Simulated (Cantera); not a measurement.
What does this Cantera script print?

```python
import numpy as np
import cantera as ct

gas = ct.Solution("gri30.yaml")
gas.TPX = 1273, 10000, {'CO': 0.0055, 'O2': 0.019, 'H2O': 0.0002, 'N2': 1}
reactor = ct.IdealGasConstPressureReactor(gas, energy="off", clone=False)
net = ct.ReactorNet([reactor])
net.rtol, net.atol = 1e-08, 1e-18
show = ['CO', 'O2', 'H2O', 'NO', 'HO2', 'NO2']
times = np.geomspace(9e-05, 2, 14)

steps = ct.SolutionArray(gas, extra=["t"])
rows = []
print(f"{'t/s':>10s}{'T/K':>9s}{'P/Pa':>11s}" + "".join(f"{s:>11s}" for s in show))
for t in times:
    while net.time < t:
        t_next = net.step()
        steps.append(gas.state, t=t_next)
    rows.append([np.interp(t, steps.t, y) for y in (steps.T, steps.P, *steps(*show).X.T)])
    print(f"{t:10.3e}{rows[-1][0]:9.1f}{rows[-1][1]:11.4g}" + "".join(f"{x:11.3e}" for x in rows[-1][2:]))
rate = np.gradient(steps.T, steps.t)
print("integrator steps:", len(steps.t))
if steps.T.max() > steps.T[0] + 200:
    print(f"time of steepest temperature rise: {steps.t[rate.argmax()]:.4e} s")
gas.TPX = 1273, 10000, {'CO': 0.0055, 'O2': 0.019, 'H2O': 0.0002, 'N2': 1}
gas.equilibrate("TP")
print(f"equilibrium (TP): T = {gas.T:.1f} K  " + "  ".join(f"{s} {gas[s].X[0]:.3e}" for s in show))
```

Output:

```
       t/s      T/K       P/Pa         CO         O2        H2O         NO        HO2        NO2
 9.000e-05   1273.0      1e+04  5.367e-03  1.854e-02  1.952e-04  8.627e-20  7.396e-14  5.389e-28
 1.944e-04   1273.0      1e+04  5.367e-03  1.854e-02  1.952e-04  4.643e-19  1.591e-13  6.220e-27
 4.197e-04   1273.0      1e+04  5.367e-03  1.854e-02  1.952e-04  2.420e-18  3.417e-13  7.032e-26
 9.065e-04   1273.0      1e+04  5.367e-03  1.854e-02  1.952e-04  1.213e-17  7.399e-13  7.874e-25
 1.958e-03   1273.0      1e+04  5.367e-03  1.854e-02  1.952e-04  5.858e-17  1.718e-12  8.537e-24
 4.228e-03   1273.0      1e+04  5.367e-03  1.854e-02  1.952e-04  2.802e-16  5.319e-12  9.460e-23
 9.130e-03   1273.0      1e+04  5.367e-03  1.854e-02  1.952e-04  1.382e-15  2.822e-11  1.212e-21
 1.972e-02   1273.0      1e+04  5.367e-03  1.854e-02  1.952e-04  8.224e-15  2.315e-10  3.084e-20
 4.258e-02   1273.0      1e+04  5.367e-03  1.854e-02  1.952e-04  1.058e-13  3.459e-09  5.342e-18
 9.195e-02   1273.0      1e+04  5.299e-03  1.848e-02  1.921e-04  2.938e-11  7.343e-08  2.136e-14
 1.986e-01   1273.0      1e+04  2.442e-03  1.632e-02  9.145e-05  2.244e-07  1.889e-07  6.387e-11
 4.288e-01   1273.0      1e+04  4.030e-04  1.578e-02  1.465e-04  1.012e-06  1.660e-07  3.365e-10
 9.261e-01   1273.0      1e+04  6.609e-05  1.588e-02  1.853e-04  1.210e-06  8.196e-08  8.290e-10
 2.000e+00   1273.0      1e+04  1.243e-05  1.589e-02  1.921e-04  1.272e-06  3.237e-08  1.617e-09
integrator steps: 1087
equilibrium (TP): T = 1273.0 K  CO 1.198e-08  O2 1.585e-02  H2O 1.955e-04  NO 1.018e-04  HO2 1.032e-10  NO2 1.070e-07
```

Computed with Cantera and GRI-Mech 3.0 (53 species, 325 reactions).
